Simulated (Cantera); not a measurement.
Cantera run:

```python
import numpy as np
import cantera as ct

gas_names = """
    H HO2 H2 H2O H2O2 O OH O2 O3 P PH PH3 PO PO2 P2 P4 P4O10
""".split()
cond_names = """
    H2O(s) H2O(L) P(cr) P(L) P4O10(s)
""".split()


# ... load() reads the species with a 1 bar reference pressure and builds the phases ...
atoms = {
    'PH3': {'P': 1, 'H': 3},
    'H2O': {'H': 2, 'O': 1},
}
top_T = {'P4O10(s)': 690}  # K; cautious upper limits of use, not melting points


# ... equilibrate(T, P, feed) seeds the gas with the atoms and calls Mixture.equilibrate('TP', solver="vcs", rtol=1e-11, max_steps=5000) ...
results = []
feed = {'PH3': 1, 'H2O': 1.5}  # mol
P = 6800000  # Pa
for T in [2500, 2575, 2650, 2725, 2800, 2875, 2950, 3025, 3100, 3175, 3250, 3325]:
    mix = equilibrate(T, P, feed)
    results.append((T, P, feed, dict(zip(mix.species_names, mix.species_moles))))

top = {s: max(r[3][s] / sum(r[3][g] for g in gas_names) for r in results) for s in gas_names}
cols = sorted((s for s in top if top[s] > 1e-06), key=lambda s: -top[s])[:7]
seen = [c for c in cond_names if any(r[3].get(c, 0) > 1e-12 for r in results)]
print("log10 of partial pressures in bar; condensed amounts in mol")
print(f"{'T/K':>10s}" + "".join(f"{s[:9]:>10s}" for s in cols + seen))
for T, P, feed, n in results:
    ng = sum(n[g] for g in gas_names)
    print(f"{T:10.4g}" + "".join(f"{np.log10(max(n[s] / ng * P / 1e5, 1e-99)):10.3f}" for s in cols)
          + "".join(f"{n.get(c, 0):10.4g}" for c in seen))
```

Output:

```
log10 of partial pressures in bar; condensed amounts in mol
       T/K        H2       H2O        PO        P2         H       PO2        OH
      2500     1.557     1.288     0.612     0.778    -0.821     0.333    -1.774
      2575     1.562     1.269     0.666     0.753    -0.679     0.344    -1.620
      2650     1.568     1.250     0.715     0.727    -0.545     0.351    -1.476
      2725     1.572     1.231     0.759     0.698    -0.419     0.355    -1.341
      2800     1.576     1.212     0.798     0.668    -0.299     0.356    -1.214
      2875     1.579     1.194     0.833     0.637    -0.186     0.354    -1.094
      2950     1.582     1.175     0.865     0.604    -0.078     0.350    -0.981
      3025     1.584     1.157     0.893     0.569     0.023     0.345    -0.874
      3100     1.585     1.138     0.918     0.533     0.120     0.337    -0.773
      3175     1.586     1.120     0.941     0.496     0.212     0.329    -0.677
      3250     1.585     1.102     0.960     0.457     0.299     0.319    -0.586
      3325     1.584     1.084     0.978     0.417     0.382     0.308    -0.499
```

Method: chemical equilibrium by Gibbs-energy minimisation in Cantera with the NASA 1993 tables (ideal gas, pure condensed phases). The ideal-gas law is rough above about 30 bar. Gases not in the tables: HPO2, HPO3 and P4O6.
